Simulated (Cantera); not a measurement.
A closed system holds: 1 mol Hg, 0.31 mol O2, 0.53 mol N2, equilibrated at 0.860 bar.

Equilibrium computed with Cantera from the NASA thermochemical tables; the gas is ideal and each condensed phase is pure. Candidate condensed phases: Hg, HgO; 10 gas species. Kinetics and transport are ignored. All values below are at 277 °C.

Base state: N2 0.776, Hg 0.224 (mole fractions); condensed: Hg(l) + HgO(s).

**Question.** What changes in the equilibrium state with this change: pressure from 0.860 bar to 88.0 Pa?

**Answer.** 
```csv
species,before,after
Hg,0.224,0.543
N2,0.776,0.288
O2,1.16e-6,0.168
"Hg(l), mol",0.227,0
"HgO(s), mol",0.620,0
```
